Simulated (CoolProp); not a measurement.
Sulfur hexafluoride at 459.1 K and 1.76 MPa flows at 6.4 m/s in a round tube of 12.7 mm bore and 45 µm roughness, fully developed (64/Re and Nu = 3.66 if laminar; Colebrook and Gnielinski if turbulent). Each further row changes one setting.

The numbers come from the reference Helmholtz-energy equation of state, Guder 2009 in CoolProp.

```
case               Reynolds number  Darcy friction factor  pressure drop (Pa/m)  heat-transfer coefficient (W/(m² K))  mass flow (kg/h)
-----------------  ---------------  ---------------------  --------------------  ------------------------------------  ----------------
as stated                   250000                 0.0279                  3160                                   ___               205
velocity 12.8 m/s           499000                 0.0277                 12500                                   ___               410
diameter 25.4 mm            499000                    ___                   ___                                  1280               820
```

Q: Complete the blanks.

A: 
- as stated, heat-transfer coefficient (W/(m² K)): 1570
- velocity 12.8 m/s, heat-transfer coefficient (W/(m² K)): 3110
- diameter 25.4 mm, Darcy friction factor: 0.0231
- diameter 25.4 mm, pressure drop (Pa/m): 1310

Viscosity comes from a separate model (Quiñones-Cisneros 2012). Thermal conductivity comes from a separate model (Assael 2012).
